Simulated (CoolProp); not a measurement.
A simple Rankine cycle with isobutene: condensing at 305.15 K, boiler at 0.989 MPa, turbine inlet 383.3 K, turbine efficiency 0.75, pump efficiency 0.7, no recuperator. Each further row changes one setting.

Values from CoolProp's reference Helmholtz-energy equation of state, Lemmon 2005. It is a short technical equation, of lower accuracy than the large ones.

```
case                             thermal efficiency (%)  net work (kJ/kg)  heat in (kJ/kg)  turbine exit temperature (K)  volume ratio over the turbine
-------------------------------  ----------------------  ----------------  ---------------  ----------------------------  -----------------------------
as stated                                           7.2              34.4              480                             …                           2.65
turbine inlet 403.3 K                               7.1              37.1                …                         377.3                              …
condensing temperature 297.15 K                     8.6              42.9              499                         350.9                              …
boiler pressure 0.692 MPa                             …              22.9              489                         367.2                           1.83
turbine efficiency 0.65                               …              29.6              480                             …                           2.67
```

What belongs in the gaps?


- as stated, turbine exit temperature (K): 356.7
- turbine inlet 403.3 K, heat in (kJ/kg): 522
- turbine inlet 403.3 K, volume ratio over the turbine: 2.62
- condensing temperature 297.15 K, volume ratio over the turbine: 3.34
- boiler pressure 0.692 MPa, thermal efficiency (%): 4.7
- turbine efficiency 0.65, thermal efficiency (%): 6.2
- turbine efficiency 0.65, turbine exit temperature (K): 359.2
